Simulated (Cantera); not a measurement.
A perfectly stirred reactor is fed with NH3 : N2 = 1 : 0.26 (molar parts), at 825 Torr; it is held at 1625 K, and followed from long to short residence time.

Cantera simulation using the gas-phase N/H chemistry of the illustrative SiF4/NH3 mechanism in the Surface Chemkin manual (1991); the numbers are that mechanism's predictions, not measurements. Walls and surfaces, which speed up NH3 decomposition in real reactors, are not modelled.

Problem. What does this change do: temperature 1625 to 1850 K?

Solution. 
```csv
quantity,before,after
x(NH3) at τ = 4.10 s,0.414,0.0505
x(N2) at τ = 4.10 s,0.268,0.328
x(H) at τ = 4.10 s,2.05e-5,0.000293
x(H2) at τ = 4.10 s,0.318,0.621
x(N2H2) at τ = 4.10 s,1.94e-7,4.92e-8
x(NH3) at τ = 74.0 ms,0.776,0.524
x(N2) at τ = 74.0 ms,0.209,0.250
x(H) at τ = 74.0 ms,8.89e-7,5.78e-5
x(H2) at τ = 74.0 ms,0.0148,0.225
x(N2H2) at τ = 74.0 ms,6.59e-7,1.43e-6
```

Problem. What does this change do: NH3 1 to 0.25 parts?

Solution. 
| quantity | before | after |
|---|---|---|
| x(NH3) at τ = 4.10 s | 0.414 | 0.273 |
| x(N2) at τ = 4.10 s | 0.268 | 0.508 |
| x(H) at τ = 4.10 s | 2.05e-5 | 1.72e-5 |
| x(H2) at τ = 4.10 s | 0.318 | 0.219 |
| x(N2H2) at τ = 4.10 s | 1.94e-7 | 1.24e-7 |
| x(NH3) at τ = 74.0 ms | 0.776 | 0.480 |
| x(N2) at τ = 74.0 ms | 0.209 | 0.510 |
| x(H) at τ = 74.0 ms | 8.89e-7 | 7.61e-7 |
| x(H2) at τ = 74.0 ms | 0.0148 | 0.00980 |
| x(N2H2) at τ = 74.0 ms | 6.59e-7 | 3.59e-7 |
